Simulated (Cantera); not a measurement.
Cantera with NASA thermochemical tables; ideal gases at 1 bar, condensed phases pure. Values are per mole of reaction as written; species without (g) are pure solids or liquids, kept so even where they would boil at 1 bar.

Q: Between 300 and 623 K, where is each reaction favourable under standard conditions?
- 0.6667 Al + Br2(g) → 0.6667 AlBr3(g)
- Mg + Br2(g) → MgBr2
- Hg + Br2(g) → HgBr2

A: 
- 0.6667 Al + Br2(g) → 0.6667 AlBr3(g): ΔG° is -295 kJ at 300 K and -285 kJ at 623 K; it stays negative (K > 1). ΔH° is -305 kJ and ΔS° -33 J/K at 623 K.
- Mg + Br2(g) → MgBr2: ΔG° is -507 kJ at 300 K and -457 kJ at 623 K; it stays negative (K > 1). ΔH° is -550 kJ and ΔS° -150 J/K at 623 K.
- Hg + Br2(g) → HgBr2: ΔG° is -155 kJ at 300 K and -112 kJ at 623 K; it stays negative (K > 1). ΔH° is -175 kJ and ΔS° -101 J/K at 623 K.
